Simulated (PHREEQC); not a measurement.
A PHREEQC speciation (ion-association model, phreeqc.dat) at 25 °C gives pH 1.67 and these molalities:

```
species     mol/kgw
---------  --------
H3BO3        0.0613
H+           0.0244
BF4-         0.0207
HF          0.00356
BF3OH-      0.00213
BF2(OH)2-  0.000812
SiF6-2     0.000299
H4SiO4     0.000271
F-         0.000130
BF(OH)3-    3.17e-6
HF2-        1.77e-6
```

What are the element totals, and what could have been dissolved in 1 kg of water to give them?

One answer among several that fit: totals B 0.0850, F 0.0964, Si 0.000570 mol/kgw, from 0.093 mol/kgw HF, 0.00057 mol/kgw H2SiF6 and 0.085 mol/kgw H3BO3.

No solid was allowed to form. Saturation is exceeded, for instance for Quartz (slow to form); the values hold only as long as no solid forms. Species that the database lacks are ignored. SiF6-2 is the database's only silicon fluoride. Real BF4- forms and hydrolyses slowly; the run takes it at equilibrium.
